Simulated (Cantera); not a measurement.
**Ignition delay**

Mixture: CH4 : CO : O2 : N2 : H2O = 1 : 0.38 : 1.99 : 7.49 : 1.1 (molar parts), equivalence ratio 1.1, at 4.64 atm, adiabatic and at constant volume. Ignition delay is the time to a rise of 400 K.

Model: GRI-Mech 3.0 (53 species, 325 reactions), integrated in Cantera.

| T0 (K) | delay (ms) |
|---|---|
| 1250 | 8.25 |
| 1300 | 4.37 |
| 1350 | 2.38 |
| 1400 | 1.33 |
| 1450 | 0.760 |
| 1500 | 0.444 |
| 1550 | 0.265 |

The apparent activation energy between 1450 and 1550 K comes out as 200 kJ/mol.
